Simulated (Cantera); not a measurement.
Feed: 1 mol SiH₄, 6.3 mol H₂, held at 1348 K and 13.3 mbar.

Equilibrium computed with Cantera from the NASA thermochemical tables; the gas is ideal and each condensed phase is pure. Candidate condensed phases: Si; 9 gas species. Rates play no part.

### Question
What is the equilibrium state?

### Answer
x(H₂): 1.000
x(H): 2.00e-5
n(Si(s)): 1.000 mol
gas amount: 8.300 mol
